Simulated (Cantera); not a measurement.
Input (Python, Cantera):

```python
import numpy as np
import cantera as ct

gas = ct.Solution("gri30.yaml")
gas.TPX = 1225, 13000, {'CO': 0.025, 'O2': 0.0051, 'H2O': 0.0026, 'N2': 1}
reactor = ct.IdealGasConstPressureReactor(gas, energy="off", clone=False)
net = ct.ReactorNet([reactor])
net.rtol, net.atol = 1e-08, 1e-18
show = ['CO', 'O2', 'H2O', 'OH', 'NO2']
times = np.geomspace(1e-06, 60, 12)

steps = ct.SolutionArray(gas, extra=["t"])
rows = []
print(f"{'t/s':>10s}{'T/K':>9s}{'P/Pa':>11s}" + "".join(f"{s:>11s}" for s in show))
for t in times:
    while net.time < t:
        t_next = net.step()
        steps.append(gas.state, t=t_next)
    rows.append([np.interp(t, steps.t, y) for y in (steps.T, steps.P, *steps(*show).X.T)])
    print(f"{t:10.3e}{rows[-1][0]:9.1f}{rows[-1][1]:11.4g}" + "".join(f"{x:11.3e}" for x in rows[-1][2:]))
rate = np.gradient(steps.T, steps.t)
print("integrator steps:", len(steps.t))
if steps.T.max() > steps.T[0] + 200:
    print(f"time of steepest temperature rise: {steps.t[rate.argmax()]:.4e} s")
gas.TPX = 1225, 13000, {'CO': 0.025, 'O2': 0.0051, 'H2O': 0.0026, 'N2': 1}
gas.equilibrate("TP")
print(f"equilibrium (TP): T = {gas.T:.1f} K  " + "  ".join(f"{s} {gas[s].X[0]:.3e}" for s in show))
```

Output:

```
       t/s      T/K       P/Pa         CO         O2        H2O         OH        NO2
 1.000e-06   1225.0    1.3e+04  2.421e-02  4.939e-03  2.518e-03  1.287e-15  4.362e-35
 5.095e-06   1225.0    1.3e+04  2.421e-02  4.939e-03  2.518e-03  7.992e-15  5.179e-33
 2.595e-05   1225.0    1.3e+04  2.421e-02  4.939e-03  2.518e-03  7.358e-14  5.842e-31
 1.322e-04   1225.0    1.3e+04  2.421e-02  4.939e-03  2.518e-03  9.956e-13  8.697e-29
 6.736e-04   1225.0    1.3e+04  2.421e-02  4.939e-03  2.518e-03  1.147e-11  1.671e-26
 3.432e-03   1225.0    1.3e+04  2.421e-02  4.939e-03  2.518e-03  1.626e-10  6.598e-24
 1.748e-02   1225.0    1.3e+04  2.421e-02  4.938e-03  2.518e-03  2.962e-08  6.046e-19
 8.907e-02   1225.0    1.3e+04  1.374e-02  4.159e-04  4.313e-04  4.416e-05  2.483e-11
 4.538e-01   1225.0    1.3e+04  1.312e-02  2.452e-06  1.227e-03  6.579e-06  1.491e-12
 2.312e+00   1225.0    1.3e+04  1.324e-02  4.813e-08  1.367e-03  9.726e-07  1.946e-13
 1.178e+01   1225.0    1.3e+04  1.326e-02  1.197e-09  1.388e-03  1.531e-07  2.938e-14
 6.000e+01   1225.0    1.3e+04  1.327e-02  2.040e-11  1.392e-03  1.925e-08  4.686e-15
integrator steps: 2107
equilibrium (TP): T = 1225.0 K  CO 1.327e-02  O2 5.226e-15  H2O 1.393e-03  OH 3.270e-10  NO2 3.539e-20
```

Detailed kinetics in Cantera: GRI-Mech 3.0 (53 species, 325 reactions).
